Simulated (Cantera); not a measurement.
Equilibrium for boron, boron nitride and boron oxide: B2H6 + H2

Feed: 1 mol B2H6, 7.5 mol H2, equilibrated at 950 K and 0.100 bar.

Method: chemical equilibrium by Gibbs-energy minimisation in Cantera with the NASA 1993 tables (ideal gas, pure condensed phases). Candidate condensed phases: B; 7 gas species. The feed counts by its element totals alone. Equilibrium is a limit: real reactors are often held back by kinetics, nucleation or transport.

```
Property       Result
----------  ---------
x(H2)            1.00
n(B(s))      2.00 mol
gas amount  10.50 mol
```
